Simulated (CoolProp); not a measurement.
Properties of C2F6 (R116) at several states.

Model: reference Helmholtz-energy equation of state, Lemmon 2006, in CoolProp. It is a short technical equation, of lower accuracy than the large ones.

| T (°C) | p (kPa) | phase | Z | isothermal compressibility (1/MPa) | viscosity (µPa s) | Prandtl number | fugacity coefficient |
|---|---|---|---|---|---|---|---|
| 117.85 | 1390 | gas | 0.9466 | 0.7598 | 19.2 | ___ | 0.9479 |
| 24.55 | 14.2 | gas | 0.9985 | 70.53 | 14.1 | ___ | 0.9985 |
| 142.95 | 23.7 | gas | 0.9993 | 42.22 | 19.2 | 0.742 | 0.9993 |
| -27.35 | 10.1 | gas | 0.9980 | 99.21 | ___ | 0.736 | 0.9980 |
| 87.35 | 10600 | supercritical | 0.6349 | ___ | ___ | 1.91 | 0.5850 |

Question: Some entries are withheld; supply them.

Answer: 
- 117.85, Prandtl number: 0.792
- 24.55, Prandtl number: 0.738
- -27.35, viscosity (µPa s): 11.7
- 87.35, isothermal compressibility (1/MPa): 0.06844
- 87.35, viscosity (µPa s): 54.1

Viscosity comes from a separate model (Huber 2003), an estimate that may be off by 10 % or more. Thermal conductivity comes from a separate model (Huber 2003), an estimate that may be off by 10 % or more.
